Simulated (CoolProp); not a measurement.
Vapour-liquid equilibrium of CH2F2 (R32) (1) + R1234ze(E) (2) at 0.0272 MPa; x and y are mole fractions of (1).

Model: multi-fluid Helmholtz-energy mixture model, Tillner-Roth 1997 and Thol 2016; pair parameters Bell 2023, in CoolProp.

| x | bubble temperature, mixture model (K) | bubble temperature, Raoult's law (K) | y, mixture model | y, Raoult's law |
|---|---|---|---|---|
| 0.05 | 223.0 | 224.4 | 0.271 | 0.215 |
| 0.15 | 216.3 | 219.0 | 0.564 | 0.492 |
| 0.25 | 211.9 | 214.9 | 0.707 | 0.656 |
| 0.35 | 208.7 | 211.5 | 0.788 | 0.761 |
| 0.45 | 206.4 | 208.7 | 0.841 | 0.833 |
| 0.55 | 204.6 | 206.3 | 0.879 | 0.885 |
| 0.65 | 203.1 | 204.3 | 0.910 | 0.923 |
| 0.75 | 201.8 | 202.4 | 0.937 | 0.952 |
| 0.85 | 200.5 | 200.8 | 0.963 | 0.974 |
| 0.95 | 199.3 | 199.4 | 0.988 | 0.992 |

The largest gap from Raoult's law is -3.0 K in bubble temperature, at x = 0.25. No azeotrope shows between x = 0.05 and 0.95.

The pair parameters rest on a limited set of measurements; away from them the model extrapolates.
